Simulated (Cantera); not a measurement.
A closed system holds: 1 mol SiH2Cl2, 1.9 mol O2, 6.9 mol H2, equilibrated at 1302 °C and 12000 Pa.

Cantera equilibrium calculation (NASA polynomials, part measured and part estimated; ideal gas, pure solids and liquids). Candidate condensed phases: H2O, Si, SiO2; 30 gas species. The tables hold silica as quartz up to 1696 K and as liquid above; real silica turns to tridymite and cristobalite and melts near 1996 K. Gases not in the tables: Si(OH)4. Rates play no part.

Base state: H2 0.573, HCl 0.225, H2O 0.202, H 9.08e-5, Cl 2.83e-5 (mole fractions); condensed: SiO2(β-quartz).

What changes in the equilibrium state with this change: H2 from 6.9 to 0.14 mol?


| species | before | after |
|---|---|---|
| HCl | 0.225 | 0.599 |
| O2 | <1e-9 | 0.261 |
| H2O | 0.202 | 0.0844 |
| H2 | 0.573 | 2.35e-6 |
| Cl2 | 1.08e-8 | 0.0186 |
| Cl | 2.83e-5 | 0.0373 |
| ClO | <1e-9 | 0.000148 |
| HOCl | <1e-9 | 3.56e-5 |
| O | <1e-9 | 1.58e-5 |
| H | 9.08e-5 | 1.84e-7 |
| SiO2(β-quartz), mol | 1.000 | 1.00 |

What changes in the equilibrium state with this change: O2 from 1.9 to 5.8 mol?


| species | before | after |
|---|---|---|
| H2O | 0.202 | 0.674 |
| HCl | 0.225 | 0.191 |
| O2 | <1e-9 | 0.130 |
| H2 | 0.573 | 2.65e-5 |
| Cl2 | 1.08e-8 | 0.000168 |
| O | <1e-9 | 1.12e-5 |
| OH | 1.16e-6 | 0.000571 |
| H | 9.08e-5 | 6.18e-7 |
| Cl | 2.83e-5 | 0.00354 |
| SiO2(β-quartz), mol | 1.000 | 1.00 |

What changes in the equilibrium state with this change: H2 from 6.9 to 1.6 mol?


```
species               before     after
-------------------  -------  --------
HCl                    0.225     0.530
H2O                    0.202     0.436
O2                     <1e-9    0.0245
H2                     0.573   3.96e-5
Cl2                  1.08e-8  0.000865
Cl                   2.83e-5   0.00802
SiO2(β-quartz), mol    1.000      1.00
```
